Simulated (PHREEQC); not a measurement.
Make-up at 72 °C: 0.0085 mol NaH2PO4, 0.0044 mol Na2HPO4 and 0.0039 mol NaCl per kg of water. Closed to the air; pH follows from the charge balance.

The numbers come from PHREEQC with the ion-association model, wateq4f.dat.

```json
{
  "pH": "6.60",
  "ionic_strength": "0.0254 mol/kgw",
  "total_alkalinity": "4.40 meq/kg"
}
```

```
species  molality  activity   log γ
-------  --------  --------  ------
Na+        0.0211    0.0179  -0.072
H2PO4-    0.00850   0.00725  -0.069
HPO4-2    0.00431   0.00225  -0.282
Cl-       0.00390   0.00328  -0.075
NaHPO4-   9.21e-5   7.85e-5  -0.069
OH-       8.03e-7   6.76e-7  -0.075
H3PO4     4.32e-7   4.34e-7   0.003
H+        2.88e-7   2.51e-7  -0.060
PO4-3     3.92e-8   9.10e-9  -0.634
```

Precipitation was switched off in this run. H3PO4, which wateq4f.dat lacks, is added to it with the constant of phreeqc.dat. Constants without temperature data keep their 25 °C values here.
